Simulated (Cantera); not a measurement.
A Cantera script and its output.

```python
import numpy as np
import cantera as ct

gas = ct.Solution("gri30.yaml")
gas.TPX = 1275, 180000, {'CH4': 1, 'O2': 1.11, 'N2': 10.6}
reactor = ct.IdealGasConstPressureReactor(gas, energy="on", clone=False)
net = ct.ReactorNet([reactor])
net.rtol, net.atol = 1e-08, 1e-16
show = ['CH4', 'O2', 'OH', 'C2H6', 'CH2CO']
times = np.geomspace(7e-06, 0.2, 11)

steps = ct.SolutionArray(gas, extra=["t"])
rows = []
print(f"{'t/s':>10s}{'T/K':>9s}{'P/Pa':>11s}" + "".join(f"{s:>11s}" for s in show))
for t in times:
    while net.time < t:
        t_next = net.step()
        steps.append(gas.state, t=t_next)
    rows.append([np.interp(t, steps.t, y) for y in (steps.T, steps.P, *steps(*show).X.T)])
    print(f"{t:10.3e}{rows[-1][0]:9.1f}{rows[-1][1]:11.4g}" + "".join(f"{x:11.3e}" for x in rows[-1][2:]))
rate = np.gradient(steps.T, steps.t)
print("integrator steps:", len(steps.t))
if steps.T.max() > steps.T[0] + 200:
    print(f"time of steepest temperature rise: {steps.t[rate.argmax()]:.4e} s")
gas.TPX = 1275, 180000, {'CH4': 1, 'O2': 1.11, 'N2': 10.6}
gas.equilibrate("HP")
print(f"equilibrium (HP): T = {gas.T:.1f} K  " + "  ".join(f"{s} {gas[s].X[0]:.3e}" for s in show))
```

Result:

```
       t/s      T/K       P/Pa        CH4         O2         OH       C2H6      CH2CO
 7.000e-06   1275.0    1.8e+05  7.868e-02  8.733e-02  2.728e-11  6.373e-14  4.770e-24
 1.953e-05   1275.0    1.8e+05  7.868e-02  8.733e-02  4.982e-11  1.457e-12  1.150e-21
 5.449e-05   1275.0    1.8e+05  7.868e-02  8.733e-02  1.400e-10  3.484e-11  2.498e-19
 1.520e-04   1275.0    1.8e+05  7.868e-02  8.733e-02  4.931e-10  1.017e-09  6.732e-17
 4.241e-04   1275.0    1.8e+05  7.868e-02  8.733e-02  1.755e-09  4.397e-08  3.085e-14
 1.183e-03   1275.0    1.8e+05  7.866e-02  8.732e-02  4.589e-09  1.774e-06  1.401e-11
 3.301e-03   1275.3    1.8e+05  7.859e-02  8.728e-02  6.996e-09  1.704e-05  9.512e-10
 9.210e-03   1276.7    1.8e+05  7.827e-02  8.709e-02  1.437e-08  8.976e-05  3.020e-08
 2.569e-02   1293.6    1.8e+05  7.487e-02  8.478e-02  1.049e-07  7.010e-04  4.779e-06
 7.169e-02   1951.6    1.8e+05  2.389e-04  2.414e-08  2.223e-05  7.695e-09  4.248e-07
 2.000e-01   1949.7    1.8e+05  1.449e-08  2.391e-08  2.196e-05  1.118e-16  8.853e-12
integrator steps: 2216
time of steepest temperature rise: 3.6367e-02 s
equilibrium (HP): T = 1949.9 K  CH4 6.397e-11  O2 2.400e-08  OH 2.200e-05  C2H6 7.477e-22  CH2CO 1.596e-14
```

Cantera simulation using GRI-Mech 3.0 (53 species, 325 reactions); the numbers are that mechanism's predictions, not measurements.
